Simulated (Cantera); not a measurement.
# Adiabatic ignition

An adiabatic, constant-pressure homogeneous reactor starts with 5.07 % CH₄, 5.58 % CO, 10.8 % O₂, 78.6 % N₂, equivalence ratio 1.2, at 1123 K and 0.490 bar.

Cantera simulation using GRI-Mech 3.0 (53 species, 325 reactions); the numbers are that mechanism's predictions, not measurements.

| t (s) | T (K) | x CH₄ | x CO | x O₂ | x CH₂O | x NO | x C₂H₄ | x H |
|---|---|---|---|---|---|---|---|---|
| 2.00e-6 | 1123 | 0.0507 | 0.0558 | 0.108 | <1e-12 | <1e-12 | <1e-12 | <1e-12 |
| 7.63e-6 | 1123 | 0.0507 | 0.0558 | 0.108 | <1e-12 | <1e-12 | <1e-12 | 1.00e-11 |
| 2.91e-5 | 1123 | 0.0507 | 0.0558 | 0.108 | 5.63e-12 | <1e-12 | <1e-12 | 2.93e-11 |
| 0.000111 | 1123 | 0.0507 | 0.0558 | 0.108 | 1.04e-10 | <1e-12 | <1e-12 | 3.43e-11 |
| 0.000424 | 1123 | 0.0507 | 0.0558 | 0.108 | 1.69e-9 | <1e-12 | <1e-12 | 4.84e-11 |
| 0.00162 | 1123 | 0.0507 | 0.0558 | 0.108 | 2.79e-8 | <1e-12 | 1.39e-11 | 9.94e-11 |
| 0.00618 | 1123 | 0.0507 | 0.0558 | 0.108 | 4.82e-7 | <1e-12 | 1.10e-9 | 3.00e-10 |
| 0.0236 | 1123 | 0.0507 | 0.0558 | 0.107 | 6.25e-6 | <1e-12 | 4.62e-8 | 7.66e-10 |
| 0.0900 | 1123 | 0.0506 | 0.0558 | 0.107 | 3.64e-5 | <1e-12 | 5.08e-7 | 1.24e-9 |
| 0.343 | 1127 | 0.0502 | 0.0557 | 0.107 | 0.000176 | <1e-12 | 1.02e-5 | 4.81e-9 |
| 1.31 | 2258 | <1e-12 | 0.0371 | 0.000571 | 6.52e-11 | 0.000735 | <1e-12 | 0.00105 |
| 5.00 | 2257 | <1e-12 | 0.0372 | 0.000570 | 6.53e-11 | 0.000750 | <1e-12 | 0.00105 |
x: mole fraction; the columns are a selection and need not sum to one.

The time of steepest temperature rise comes out as 0.797 s and the temperature at 5.00 s comes out as 2257 K. The equilibrium temperature is 2257 K, the x(CH₄) at 5.00 s comes out as <1e-12 (gas-phase equilibrium <1e-12) and the x(CO) at 5.00 s is 0.0372 (gas-phase equilibrium 0.0372). The x(O₂) at 5.00 s is 0.000570 (gas-phase equilibrium 0.000570).
